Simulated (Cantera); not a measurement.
Silicon oxide and oxynitride deposition: Si2H6 + CO2 + N2

A closed system holds: 1 mol Si2H6, 3 mol CO2, a varied amount of N2, equilibrated at 1227 °C and 383 Torr.

Equilibrium computed with Cantera from the NASA thermochemical tables; the gas is ideal and each condensed phase is pure. Candidate condensed phases: C, C6H6, C7H8, C8H18, H2O, Si, SiC, SiO2, Si2N2O, Si3N4; 151 gas species. The feed counts by its element totals alone. Mutual solubility and eutectic melting of coexisting phases are not modelled. The tables hold silica as quartz up to 1696 K and as liquid above; real silica turns to tridymite and cristobalite and melts near 1996 K. The numbers say what is thermodynamically allowed, not how fast it happens.

From 2.8 mol N2 to 64 mol N2 the condensed part is SiO2(β-quartz) + Si2N2O(s). The main Si-bearing gas is SiO throughout.

```csv
n(N2) (mol),x N2,x CO,x H2,x HCN,n SiO2(β-quartz),n Si2N2O(s)
2.8,0.291,0.354,0.354,0.000258,1.33,0.333
7.9,0.558,0.221,0.221,0.000142,1.33,0.333
13,0.679,0.161,0.161,9.08e-5,1.33,0.333
18,0.746,0.127,0.127,6.46e-5,1.33,0.334
23,0.791,0.105,0.105,4.89e-5,1.33,0.334
28,0.822,0.0891,0.0890,3.87e-5,1.33,0.334
33,0.845,0.0775,0.0775,3.16e-5,1.33,0.334
38,0.863,0.0687,0.0686,2.64e-5,1.33,0.334
43,0.877,0.0616,0.0616,2.25e-5,1.33,0.334
49,0.890,0.0548,0.0548,1.89e-5,1.33,0.334
54,0.899,0.0503,0.0502,1.66e-5,1.33,0.334
59,0.907,0.0464,0.0464,1.48e-5,1.33,0.334
64,0.914,0.0430,0.0430,1.32e-5,1.33,0.334
```
x: gas mole fraction; n: condensed amount in mol.
